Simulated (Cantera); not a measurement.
## Roasting and sulfation: FeS2 + O2 + CO2

Feed: 1 mol FeS2, 0.47 mol O2, 1.7 mol CO2, held at 16.0 mbar.

Method: chemical equilibrium by Gibbs-energy minimisation in Cantera with the NASA 1993 tables (ideal gas, pure condensed phases). Candidate condensed phases: C, Fe, Fe(CO)5, FeO, FeS, FeSO4, FeS2, Fe2O3, Fe2(SO4)3, Fe3O4, S; 25 gas species. Metal and sulfide melt together well below either melting point, which pure phases cannot show. Mutual solubility and eutectic melting of coexisting phases are not modelled. The tables' stoichiometric FeO is somewhat more stable than real wüstite, so its field is too wide. FeO, FeS: taken at fixed stoichiometry. Gases not in the tables: S3 to S7. Kinetics and transport are ignored.

```json
[
 {"T (°C)": "677", "x CO2": "0.694", "x SO2": "0.194", "x CO": "0.00278", "x S2": "0.106", "x SO": "2.16e-5", "n FeS(s)": "1.00", "n FeO(s)": "0"},
 {"T (°C)": "727", "x CO2": "0.692", "x SO2": "0.195", "x CO": "0.00525", "x S2": "0.105", "x SO": "4.67e-5", "n FeS(s)": "1.00", "n FeO(s)": "0"},
 {"T (°C)": "777", "x CO2": "0.687", "x SO2": "0.197", "x CO": "0.00926", "x S2": "0.104", "x SO": "9.38e-5", "n FeS(s)": "1.00", "n FeO(s)": "0"},
 {"T (°C)": "827", "x CO2": "0.680", "x SO2": "0.200", "x CO": "0.0154", "x S2": "0.103", "x SO": "0.000177", "n FeS(s)": "1.00", "n FeO(s)": "0"},
 {"T (°C)": "877", "x CO2": "0.669", "x SO2": "0.204", "x CO": "0.0241", "x S2": "0.100", "x SO": "0.000317", "n FeS(s)": "1.00", "n FeO(s)": "0"},
 {"T (°C)": "927", "x CO2": "0.655", "x SO2": "0.209", "x CO": "0.0359", "x S2": "0.0969", "x SO": "0.000540", "n FeS(s)": "1.00", "n FeO(s)": "0"},
 {"T (°C)": "977", "x CO2": "0.638", "x SO2": "0.215", "x CO": "0.0510", "x S2": "0.0927", "x SO": "0.000884", "n FeS(s)": "1.00", "n FeO(s)": "0"},
 {"T (°C)": "1027", "x CO2": "0.616", "x SO2": "0.223", "x CO": "0.0693", "x S2": "0.0875", "x SO": "0.00139", "n FeS(s)": "1.00", "n FeO(s)": "0"},
 {"T (°C)": "1077", "x CO2": "0.585", "x SO2": "0.226", "x CO": "0.0934", "x S2": "0.0915", "x SO": "0.00214", "n FeS(s)": "0.962", "n FeO(s)": "0.0376"},
 {"T (°C)": "1127", "x CO2": "0.535", "x SO2": "0.214", "x CO": "0.129", "x S2": "0.117", "x SO": "0.00326", "n FeS(s)": "0.834", "n FeO(s)": "0.166"}
]
```
x: gas mole fraction; n: condensed amount in mol.

From 677 °C to 1027 °C the condensed part is FeS(s). From 1077 °C to 1127 °C the condensed part is FeO(s) + FeS(s).
